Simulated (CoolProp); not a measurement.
Hydrogen sulfide along the isobar 0.811 MPa: Z from the reference equation and from simpler models built on Tc = 373.1 K, pc = 8.999 MPa, ω = 0.101; each cubic takes its own stable root.

Model: reference Helmholtz-energy equation of state, Lemmon 2006, in CoolProp. It is a short technical equation, of lower accuracy than the large ones.

| T (K) | phase | reference | van der Waals | Soave-Redlich-Kwong |
|---|---|---|---|---|
| 284.8 | gas | 0.9244 | 0.9469 | 0.9290 |
| 294.1 | gas | 0.9323 | 0.9509 | 0.9354 |
| 303.3 | gas | 0.9391 | 0.9545 | 0.9411 |
| 312.6 | gas | 0.9450 | 0.9577 | 0.9462 |
| 321.8 | gas | 0.9500 | 0.9606 | 0.9506 |
| 331.1 | gas | 0.9546 | 0.9632 | 0.9547 |
| 340.3 | gas | 0.9585 | 0.9656 | 0.9583 |
| 349.6 | gas | 0.9620 | 0.9678 | 0.9616 |
| 358.8 | gas | 0.9651 | 0.9698 | 0.9646 |
| 368 | gas | 0.9679 | 0.9717 | 0.9673 |
| 377.3 | gas | 0.9705 | 0.9734 | 0.9698 |
| 386.5 | gas | 0.9727 | 0.9749 | 0.9720 |
| 395.8 | gas | 0.9748 | 0.9764 | 0.9741 |
| 405 | gas | 0.9766 | 0.9777 | 0.9759 |
